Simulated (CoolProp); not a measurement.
Properties of cyclopropane along the isobar 2.36 MPa (Tc = 398.7 K, pc = 5.605 MPa, ω = 0.131).

Model: reference Helmholtz-energy equation of state, Polt 1992, in CoolProp. This equation is an older, rougher fit.

```csv
T (K),phase,Joule-Thomson coefficient (K/MPa),isothermal compressibility (1/MPa),fugacity coefficient
359.4,gas,15.49,0.6160,0.8011
367,gas,13.95,___,0.8147
374.6,gas,12.65,0.5616,0.8269
382.1,gas,11.55,0.5442,___
389.7,gas,___,___,0.8478
397.3,gas,9.712,0.5189,0.8569
404.9,gas,___,0.5095,0.8652
412.4,gas,8.283,0.5017,0.8726
420,gas,7.676,0.4950,0.8795
427.6,gas,7.130,0.4892,0.8859
435.1,gas,6.642,___,0.8917
442.7,gas,6.195,0.4798,0.8970
450.3,gas,5.788,0.4759,0.9020
457.9,gas,5.417,0.4725,0.9066
465.4,gas,5.082,0.4694,0.9107
473,gas,4.771,___,0.9147
```

Q: What belongs in the gaps?

A: 
- 367, isothermal compressibility (1/MPa): 0.5846
- 382.1, fugacity coefficient: 0.8378
- 389.7, Joule-Thomson coefficient (K/MPa): 10.57
- 389.7, isothermal compressibility (1/MPa): 0.5302
- 404.9, Joule-Thomson coefficient (K/MPa): 8.952
- 435.1, isothermal compressibility (1/MPa): 0.4842
- 473, isothermal compressibility (1/MPa): 0.4667
